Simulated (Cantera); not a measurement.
**Adiabatic ignition**

An adiabatic, constant-pressure homogeneous reactor starts with 16.6 % CH₄, 17.5 % O₂, 65.9 % N₂, equivalence ratio 1.9, at 1348 K and 4.50 bar.

Cantera simulation using GRI-Mech 3.0 (53 species, 325 reactions); the numbers are that mechanism's predictions, not measurements.

```
t (s)     T (K)     x CH₄     x O₂     x NO₂      x CO       x O
--------  -----  --------  -------  --------  --------  --------
4.00e-6    1348     0.166    0.175    <1e-12  2.66e-12  1.72e-10
1.07e-5    1348     0.166    0.175    <1e-12  5.66e-11  3.63e-10
2.86e-5    1348     0.166    0.175    <1e-12   1.49e-9   1.11e-9
7.65e-5    1348     0.166    0.175    <1e-12   5.83e-8   4.32e-9
0.000205   1348     0.166    0.175    <1e-12   2.07e-6   9.41e-9
0.000547   1350     0.166    0.174    <1e-12   3.43e-5   1.42e-8
0.00146    1362     0.163    0.173    <1e-12  0.000605   4.24e-8
0.00391    2461  2.23e-10  4.77e-6   1.77e-9     0.124   1.24e-5
0.0105     2462  2.16e-10  4.82e-6  9.36e-10     0.124   1.25e-5
0.0280     2462  2.15e-10  4.82e-6  8.24e-10     0.124   1.25e-5
0.0748     2462  2.15e-10  4.82e-6  8.23e-10     0.124   1.25e-5
0.200      2462  2.15e-10  4.82e-6  8.23e-10     0.124   1.25e-5
```
x: mole fraction; the columns are a selection and need not sum to one.

time of steepest temperature rise: 2.62 ms
temperature at 0.200 s: 2462 K
equilibrium temperature: 2462 K
x(CH₄) at 0.200 s: 2.15e-10 (gas-phase equilibrium 2.43e-10)
x(O₂) at 0.200 s: 4.82e-6 (gas-phase equilibrium 4.82e-6)
x(NO₂) at 0.200 s: 8.23e-10 (gas-phase equilibrium 8.23e-10)
